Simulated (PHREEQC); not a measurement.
Consider water at 50 °C with 0.0026 mol NH4HS, 0.0037 mol H2SiF6 and 0.003 mol H3BO3 per kg of water. Closed to the air; pH follows from the charge balance.

Equilibrium calculation in PHREEQC: ion-association model, wateq4f.dat.

Problem. The ionic strength comes out as 0.00801 mol/kgw. What activity coefficients do BF3OH-, HF2-, SiF6-2, F-, H+ get?

Solution. BF3OH- 0.90, HF2- 0.91, SiF6-2 0.68, F- 0.91, H+ 0.92.

Precipitation was switched off in this run. Examples of supersaturated solids here: Quartz (slow to form), Chalcedony (slow to form). Others may be too. Constants without temperature data keep their 25 °C values here. SiF6-2 is the database's only silicon fluoride. Real BF4- forms and hydrolyses slowly; the run takes it at equilibrium. The polysulfide entries of wateq4f.dat were taken out for this run.
